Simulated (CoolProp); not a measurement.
The numbers come from the reference Helmholtz-energy equation of state, Fiedler 2023 in CoolProp.

Question: Give the vapour pressure (bar), liquid density (kg/m³), enthalpy of vaporisation (kJ/kg), vapour Z of saturated tetrahydrofuran at 428.3 K.

Answer: 
```tsv
T (K)	p (bar)	liquid density (kg/m³)	enthalpy of vaporisation (kJ/kg)	vapour Z
428.3	9.32	721	337	0.857
```
